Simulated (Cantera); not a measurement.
A perfectly stirred reactor is fed with 3.12 % C₃H₈, 96.9 % H₂, at 0.513 atm; it is held at 1075 K, and followed from long to short residence time.

Detailed kinetics in Cantera: GRI-Mech 3.0 (53 species, 325 reactions). GRI-Mech 3.0 was tuned for natural gas; its chemistry of propane as a main component is partial and can be far from experiment. GRI-Mech 3.0 stops at C3 and has no aromatics, soot or wall deposition, so with more carbon than oxygen in the feed, carbon stays in small species such as C2H2 where larger ones or solid carbon would form.

Problem. Predict: x(C₃H₈) at τ = 1.30 s; x(H₂) at τ = 1.30 s; x(H) at τ = 1.30 s; x(C₃H₈) at τ = 51.0 ms; x(H₂) at τ = 51.0 ms; x(H) at τ = 51.0 ms.

Solution. 
```json
{
 "x(C₃H₈) at τ = 1.30 s": "0.00202",
 "x(H₂) at τ = 1.30 s": "0.938",
 "x(H) at τ = 1.30 s": "6.85e-7",
 "x(C₃H₈) at τ = 51.0 ms": "0.0154",
 "x(H₂) at τ = 51.0 ms": "0.954",
 "x(H) at τ = 51.0 ms": "1.24e-6"
}
```
